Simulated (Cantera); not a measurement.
An isothermal, constant-pressure homogeneous reactor starts with C2H6 : H2 = 1 : 9.4 (molar parts), at 1025 K and 0.00730 atm. Integrator tolerance rtol = 1e-08.

Computed with Cantera and GRI-Mech 3.0 (53 species, 325 reactions). GRI-Mech 3.0 stops at C3 and has no aromatics, soot or wall deposition, so with more carbon than oxygen in the feed, carbon stays in small species such as C2H2 where larger ones or solid carbon would form. Radical loss at walls, strong at low pressure, is not modelled.

Task: What does this change do: C2H6 1 to 0.27 parts?

Result: 
```
quantity                                             before                                    after
-----------------  ----------------------------------------  ---------------------------------------
x(C2H6) at 1.00 s    0.0828 (gas-phase equilibrium 9.65e-6)   0.0241 (gas-phase equilibrium 7.18e-7)
x(H2) at 1.00 s         0.904 (gas-phase equilibrium 0.810)      0.972 (gas-phase equilibrium 0.944)
x(CH4) at 1.00 s      0.00220 (gas-phase equilibrium 0.189)  0.000751 (gas-phase equilibrium 0.0557)
x(C2H2) at 1.00 s  6.82e-6 (gas-phase equilibrium 0.000516)  1.98e-6 (gas-phase equilibrium 2.82e-5)
x(CH3) at 1.00 s    3.05e-6 (gas-phase equilibrium 1.88e-7)  1.24e-6 (gas-phase equilibrium 5.13e-8)
```

Task: What does this change do: temperature 1025 to 1175 K?

Result: 
```
quantity                                             before                                     after
-----------------  ----------------------------------------  ----------------------------------------
x(C2H6) at 1.00 s    0.0828 (gas-phase equilibrium 9.65e-6)  0.000729 (gas-phase equilibrium 5.98e-6)
x(H2) at 1.00 s         0.904 (gas-phase equilibrium 0.810)       0.887 (gas-phase equilibrium 0.867)
x(CH4) at 1.00 s      0.00220 (gas-phase equilibrium 0.189)     0.0467 (gas-phase equilibrium 0.0887)
x(C2H2) at 1.00 s  6.82e-6 (gas-phase equilibrium 0.000516)    0.00608 (gas-phase equilibrium 0.0393)
x(CH3) at 1.00 s    3.05e-6 (gas-phase equilibrium 1.88e-7)   1.21e-5 (gas-phase equilibrium 2.58e-6)
```
